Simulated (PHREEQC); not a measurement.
Dissolve 0.011 mol NaHSO4, 0.038 mol Na2B4O7 and 0.0021 mol KCl per kg of water at 25 °C. It is in equilibrium with CO2 at log p = -1 (atm). Otherwise closed; pH follows from the charge balance.

Model: Pitzer model, pitzer.dat, run in PHREEQC.

Each row changes one thing in this solution. This is a speciation only: nothing precipitates in the calculation.

| case | pH | ionic strength (mol/kgw) | HCO3- (mol/kgw) | SI of Nahcolite (NaHCO3) | SI of Kalicinite (KHCO3) |
|---|---|---|---|---|---|
| as made | 7.50 | 0.100 | 0.0571 | -2.08 | -4.55 |
| KCl replaced by K2CO3 at the same molality | 7.52 | 0.103 | 0.0609 | -2.06 | -4.22 |
| diluted 5-fold with water | 6.89 | 0.0200 | 0.0128 | -3.32 | -5.77 |
| NaHSO4 left out | 7.58 | 0.0786 | 0.0668 | -2.04 | -4.47 |
| Na2B4O7 left out | 2.18 | 0.0290 | 2.63e-7 | -8.26 | -9.79 |
| KCl from 0.0021 to 0.00042 mol/kgw | 7.50 | 0.0988 | 0.0571 | -2.08 | -5.24 |
| diluted 10-fold with water | 6.60 | 0.0100 | 0.00646 | -3.90 | -6.34 |
